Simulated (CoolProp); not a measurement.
Vapour-liquid equilibrium of R113 (1) + benzene (2) at 73.55 °C; x and y are mole fractions of (1).

The numbers come from the multi-fluid Helmholtz-energy mixture model, Marx 1992 and Thol 2012; pair parameters Bell 2016 in CoolProp.

| x | bubble pressure, mixture model (MPa) | bubble pressure, Raoult's law (MPa) | y, mixture model | y, Raoult's law |
|---|---|---|---|---|
| 0.05 | 0.09725 | 0.08953 | 0.188 | 0.124 |
| 0.125 | 0.1155 | 0.1000 | 0.360 | 0.278 |
| 0.2 | 0.1303 | 0.1105 | 0.469 | 0.403 |
| 0.275 | 0.1428 | 0.1210 | 0.549 | 0.506 |
| 0.35 | 0.1536 | 0.1315 | 0.611 | 0.592 |
| 0.425 | 0.1633 | 0.1420 | 0.664 | 0.666 |
| 0.5 | 0.1721 | 0.1525 | 0.711 | 0.729 |
| 0.575 | 0.1804 | 0.1630 | 0.755 | 0.785 |
| 0.65 | 0.1883 | 0.1735 | 0.798 | 0.833 |
| 0.725 | 0.1960 | 0.1840 | 0.840 | 0.877 |
| 0.8 | 0.2034 | 0.1945 | 0.882 | 0.915 |
| 0.875 | 0.2107 | 0.2050 | 0.925 | 0.950 |
| 0.95 | 0.2178 | 0.2154 | 0.969 | 0.981 |

The largest gap from Raoult's law is +18.0 % in bubble pressure, at x = 0.275. No azeotrope shows between x = 0.05 and 0.95.

Pair parameters are fitted to limited data, so mixtures are less certain than the pure fluids.
